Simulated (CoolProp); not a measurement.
500 sccm (0 °C, 1 atm) of nitrogen bubbles through liquid p-xylene at 336.4 K and leaves saturated at a total pressure of 0.15 MPa (ideal gas phase). Each further row changes one setting.

Model: reference Helmholtz-energy equation of state, Zhou 2012, in CoolProp.

| case | vapour pressure (kPa) | mole fraction of vapour | delivery (mg/min) | delivery (sccm) | change of delivery for a bath 1 K warmer (%) |
|---|---|---|---|---|---|
| as stated | 7.91 | 0.0527 | 132 | 27.8 | ___ |
| bath temperature 341.4 K | ___ | 0.0652 | 165 | 34.9 | 4.5 |
| total pressure 0.3 MPa | 7.91 | 0.0264 | ___ | 13.5 | 4.5 |

Problem. Fill in the missing entries.

Solution. 
- as stated, change of delivery for a bath 1 K warmer (%): 4.6
- bath temperature 341.4 K, vapour pressure (kPa): 9.78
- total pressure 0.3 MPa, delivery (mg/min): 64.1
